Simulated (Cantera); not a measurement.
A closed system holds: 1 mol HF, 1.9 mol O2, 0.0071 mol SO2, at 0.100 bar.

Method: chemical equilibrium by Gibbs-energy minimisation in Cantera with the NASA 1993 tables (ideal gas, pure condensed phases). Candidate condensed phases: H2O, H2SO4, S; 43 gas species. The numbers say what is thermodynamically allowed, not how fast it happens. All values below are at 2700 °C.

Base state: O2 0.450, HF 0.266, O 0.219, F 0.0329, OH 0.0170, H 0.0101, H2O 0.00248, SO2 0.00166 (mole fractions); condensed: gas only.

**Question.** What changes in the equilibrium state with this change: O2 from 1.9 to 0.12 mol?

**Answer.** 
```
species    before     after
-------  --------  --------
HF          0.266     0.779
O           0.219    0.0760
O2          0.450    0.0543
H          0.0101    0.0212
F          0.0329    0.0456
OH         0.0170    0.0124
S         2.44e-5  0.000377
SO       0.000438   0.00236
H2       0.000479   0.00213
```

**Question.** What changes in the equilibrium state with this change: HF replaced by SF6?

**Answer.** 
```
species    before    after
-------  --------  -------
F          0.0329    0.702
O           0.219   0.0951
O2          0.450   0.0851
HF          0.266        0
OH         0.0170        0
H          0.0101        0
SO       0.000438   0.0422
SO2       0.00166   0.0696
H2O       0.00248        0
H2       0.000479        0
S2        1.09e-9  5.34e-5
```
